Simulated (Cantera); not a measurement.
# Carbon deposition, reforming and gasification: C + H₂

A closed system holds: 1 mol C, a varied amount of H₂, held at 0.0133 bar.

Method: chemical equilibrium by Gibbs-energy minimisation in Cantera with the NASA 1993 tables (ideal gas, pure condensed phases). Candidate condensed phases: C, C₆H₆, C₇H₈, C₈H₁₈; 76 gas species. Kinetics and transport are ignored.

Question: Map the stable condensed phases over T = 500, 700, 900, 1100, 1300, 1500, 1700, 1900, 2100, 2300, 2500, 2700, 2900 K and n(H₂) in mol = 12, 15, 17, 21, 25, 29, 35, 41, 49, 58.

Answer: 
```
T in K \ n(H₂) in mol
         12 15 17 21 25 29 35 41 49 58
   2900   A  A  A  A  A  A  A  A  A  A
   2700   B  B  B  B  A  A  A  A  A  A
   2500   B  B  B  B  B  B  B  B  B  A
   2300   B  B  B  B  B  B  B  B  B  B
   2100   B  B  B  B  B  B  B  B  B  B
   1900   B  B  B  B  B  B  B  B  B  B
   1700   B  B  B  B  B  B  B  B  B  B
   1500   B  B  B  B  B  B  B  B  B  B
   1300   B  B  B  B  B  B  B  B  B  B
   1100   B  B  B  B  B  B  B  B  B  B
    900   B  B  B  B  B  B  B  B  B  B
    700   A  A  A  A  A  A  A  A  A  A
    500   A  A  A  A  A  A  A  A  A  A
```
A: gas only; B: C.
